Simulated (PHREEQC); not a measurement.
Buffer: an equilibrium model

Make-up at 25 °C: 31 mmol/kgw KHCO3, 4 mmol/kgw Na2SO4 and 1.1 mmol/kgw NaCl. Closed to the air; pH follows from the charge balance.

The numbers come from PHREEQC with the ion-association model, wateq4f.dat.

Each row changes one thing in this solution. Precipitation was switched off in this run.

```json
[
 {"case": "as made", "pH": "8.16", "ionic strength (mol/kgw)": "0.0435", "CO2 (mol/kgw)": "0.000384", "CO3-2 (mol/kgw)": "0.000353", "NaHCO3 (mol/kgw)": "0.000104", "NaCO3- (mol/kgw)": "2.85e-5", "SI of Nahcolite (NaHCO3)": "-3.18", "SI of Natron (Na2CO3:10H2O)": "-6.72"},
 {"case": "NaCl replaced by NaHCO3 at the same molality", "pH": "8.16", "ionic strength (mol/kgw)": "0.0435", "CO2 (mol/kgw)": "0.000397", "CO3-2 (mol/kgw)": "0.000366", "NaHCO3 (mol/kgw)": "0.000107", "NaCO3- (mol/kgw)": "2.95e-5", "SI of Nahcolite (NaHCO3)": "-3.17", "SI of Natron (Na2CO3:10H2O)": "-6.70"},
 {"case": "diluted 5-fold with water", "pH": "8.25", "ionic strength (mol/kgw)": "0.00882", "CO2 (mol/kgw)": "7.01e-5", "CO3-2 (mol/kgw)": "6.66e-5", "NaHCO3 (mol/kgw)": "5.08e-6", "NaCO3- (mol/kgw)": "1.53e-6", "SI of Nahcolite (NaHCO3)": "-4.50", "SI of Natron (Na2CO3:10H2O)": "-8.60"},
 {"case": "0.0095 mol/kgw K2CO3 added", "pH": "9.51", "ionic strength (mol/kgw)": "0.0702", "CO2 (mol/kgw)": "1.71e-5", "CO3-2 (mol/kgw)": "0.00889", "NaHCO3 (mol/kgw)": "9.30e-5", "NaCO3- (mol/kgw)": "0.000589", "SI of Nahcolite (NaHCO3)": "-3.23", "SI of Natron (Na2CO3:10H2O)": "-5.46"},
 {"case": "Na2SO4 left out", "pH": "8.20", "ionic strength (mol/kgw)": "0.0324", "CO2 (mol/kgw)": "0.000366", "CO3-2 (mol/kgw)": "0.000361", "NaHCO3 (mol/kgw)": "1.32e-5", "NaCO3- (mol/kgw)": "3.81e-6", "SI of Nahcolite (NaHCO3)": "-4.08", "SI of Natron (Na2CO3:10H2O)": "-8.49"},
 {"case": "KHCO3 replaced by Cs2CO3 at the same molality", "pH": "11.17", "ionic strength (mol/kgw)": "0.101", "CO2 (mol/kgw)": "2.27e-8", "CO3-2 (mol/kgw)": "0.0276", "NaHCO3 (mol/kgw)": "4.96e-6", "NaCO3- (mol/kgw)": "0.00148", "SI of Nahcolite (NaHCO3)": "-4.50", "SI of Natron (Na2CO3:10H2O)": "-5.13"},
 {"case": "temperature from 25 to 90 °C", "pH": "7.91", "ionic strength (mol/kgw)": "0.0423", "CO2 (mol/kgw)": "0.000700", "CO3-2 (mol/kgw)": "0.000324", "NaHCO3 (mol/kgw)": "9.37e-5", "NaCO3- (mol/kgw)": "0.000338", "SI of Nahcolite (NaHCO3)": "-3.71", "SI of Natron (Na2CO3:10H2O)": "-8.91"},
 {"case": "0.002 mol/kgw Na2CO3 added", "pH": "8.87", "ionic strength (mol/kgw)": "0.0487", "CO2 (mol/kgw)": "7.68e-5", "CO3-2 (mol/kgw)": "0.00186", "NaHCO3 (mol/kgw)": "0.000148", "NaCO3- (mol/kgw)": "0.000207", "SI of Nahcolite (NaHCO3)": "-3.03", "SI of Natron (Na2CO3:10H2O)": "-5.71"}
]
```

Species that the database lacks are ignored. Constants without temperature data keep their 25 °C values here.
